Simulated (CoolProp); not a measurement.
Vapour-liquid equilibrium of CF4 (R14) (1) + CHF3 (R23) (2) at 205 K; x and y are mole fractions of (1).

The numbers come from the multi-fluid Helmholtz-energy mixture model, Platzer 1990 and Penoncello 2003; pair parameters Bell 2016 in CoolProp. This equation is an older, rougher fit; its heat capacities, sound speeds and derivatives of the liquid may be far off and weren't checked against measurements.

**Question.** Give the bubble pressure and the first vapour's composition at x = 0.35, 0.65, 0.75. Is there an azeotrope?

**Answer.** x = 0.35: 1183 kPa, y = 0.830; x = 0.65: 1479 kPa, y = 0.884; x = 0.75: 1570 kPa, y = 0.904. No azeotrope shows between x = 0.05 and 0.95.

The pair parameters rest on a limited set of measurements; away from them the model extrapolates. With so large a gap from Raoult's law the liquid may split in two, which this calculation doesn't test in full.
